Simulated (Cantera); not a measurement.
**Hydrogen reduction and annealing atmospheres: ZrO₂ + H₂ + N₂**

A closed system holds: 1 mol ZrO₂, 7.1 mol H₂, 30 mol N₂, equilibrated at 2075 K.

Cantera equilibrium calculation (NASA polynomials, part measured and part estimated; ideal gas, pure solids and liquids). Candidate condensed phases: H₂O, Zr, ZrN, ZrO₂; 28 gas species. Mutual solubility and eutectic melting of coexisting phases are not modelled. ZrN: taken at fixed stoichiometry. Condensed phases not in the tables: solid solutions among these carbides, nitrides and lower oxides. Rates play no part.

From 10.0 Pa to 52.0 Pa the condensed part is ZrO₂(tetragonal). From 270 Pa to 1000000 Pa the condensed part is ZrN(s) + ZrO₂(tetragonal).

```csv
P (Pa),log p N₂,log p H₂,log p H,log p H₂O,log p ZrO,log p NH₃,log p OH,n ZrO₂(tetragonal),n ZrN(s)
10,-4.11,-4.87,-5.01,-8.67,-8.61,-14.12,-9.75,0.999,0
52,-3.39,-4.07,-4.61,-8.25,-8.23,-12.55,-9.73,1.000,0
270,-2.67,-3.32,-4.23,-7.47,-8.25,-11.06,-9.33,1.000,0.000198
1400,-1.95,-2.59,-3.87,-6.56,-8.43,-9.60,-8.79,1.000,0.000362
7200,-1.24,-1.87,-3.51,-5.67,-8.61,-8.17,-8.25,0.999,0.000558
37000,-0.52,-1.15,-3.15,-4.77,-8.79,-6.74,-7.71,0.999,0.000846
190000,0.19,-0.44,-2.79,-3.88,-8.96,-5.32,-7.18,0.999,0.00128
1000000,0.91,0.28,-2.43,-2.98,-9.14,-3.87,-6.64,0.998,0.00193
```
log p: log10 of the partial pressure in bar; n: condensed amount in mol.
